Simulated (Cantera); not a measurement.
Gas mixture: 100 % O2, at 1130 Torr, frozen composition.

Cantera's kinetic-theory transport with the Lennard-Jones parameters of GRI-Mech 3.0, ideal gas; thermal conductivity in the mixture-averaged form.

D: mixture-averaged diffusion coefficient of that species in the mixture.

```json
[
 {"T (K)": "400", "ρ (kg/m³)": "1.44", "cp (J/kg/K)": "941.4", "μ (µPa s)": "25.6", "λ (mW/m/K)": "33.9", "Pr": "0.713", "D (cm²/s) H2": "0.890", "D (cm²/s) C2H2": "0.189", "D (cm²/s) CO2": "0.178"},
 {"T (K)": "500", "ρ (kg/m³)": "1.15", "cp (J/kg/K)": "971.4", "μ (µPa s)": "___", "λ (mW/m/K)": "___", "Pr": "0.709", "D (cm²/s) H2": "___", "D (cm²/s) C2H2": "___", "D (cm²/s) CO2": "___"},
 {"T (K)": "600", "ρ (kg/m³)": "0.962", "cp (J/kg/K)": "1003", "μ (µPa s)": "34.1", "λ (mW/m/K)": "48.2", "Pr": "0.709", "D (cm²/s) H2": "1.76", "D (cm²/s) C2H2": "0.386", "D (cm²/s) CO2": "0.365"},
 {"T (K)": "700", "ρ (kg/m³)": "0.825", "cp (J/kg/K)": "1031", "μ (µPa s)": "37.8", "λ (mW/m/K)": "55.0", "Pr": "0.709", "D (cm²/s) H2": "2.27", "D (cm²/s) C2H2": "0.503", "D (cm²/s) CO2": "0.477"},
 {"T (K)": "800", "ρ (kg/m³)": "0.722", "cp (J/kg/K)": "1055", "μ (µPa s)": "41.4", "λ (mW/m/K)": "61.4", "Pr": "0.710", "D (cm²/s) H2": "2.84", "D (cm²/s) C2H2": "0.631", "D (cm²/s) CO2": "0.599"},
 {"T (K)": "900", "ρ (kg/m³)": "0.641", "cp (J/kg/K)": "1074", "μ (µPa s)": "44.7", "λ (mW/m/K)": "67.6", "Pr": "0.710", "D (cm²/s) H2": "3.45", "D (cm²/s) C2H2": "0.771", "D (cm²/s) CO2": "0.732"},
 {"T (K)": "1000", "ρ (kg/m³)": "0.577", "cp (J/kg/K)": "1090", "μ (µPa s)": "47.9", "λ (mW/m/K)": "73.6", "Pr": "0.710", "D (cm²/s) H2": "4.11", "D (cm²/s) C2H2": "0.921", "D (cm²/s) CO2": "0.875"},
 {"T (K)": "1100", "ρ (kg/m³)": "0.525", "cp (J/kg/K)": "1103", "μ (µPa s)": "51.0", "λ (mW/m/K)": "79.4", "Pr": "0.709", "D (cm²/s) H2": "___", "D (cm²/s) C2H2": "___", "D (cm²/s) CO2": "___"},
 {"T (K)": "1200", "ρ (kg/m³)": "0.481", "cp (J/kg/K)": "1114", "μ (µPa s)": "54.0", "λ (mW/m/K)": "84.9", "Pr": "0.708", "D (cm²/s) H2": "5.56", "D (cm²/s) C2H2": "1.25", "D (cm²/s) CO2": "1.19"}
]
```

Some entries are withheld; supply them.


- 500, μ (µPa s): 30.0
- 500, λ (mW/m/K): 41.1
- 500, D (cm²/s) H2: 1.29
- 500, D (cm²/s) C2H2: 0.281
- 500, D (cm²/s) CO2: 0.265
- 1100, D (cm²/s) H2: 4.81
- 1100, D (cm²/s) C2H2: 1.08
- 1100, D (cm²/s) CO2: 1.03
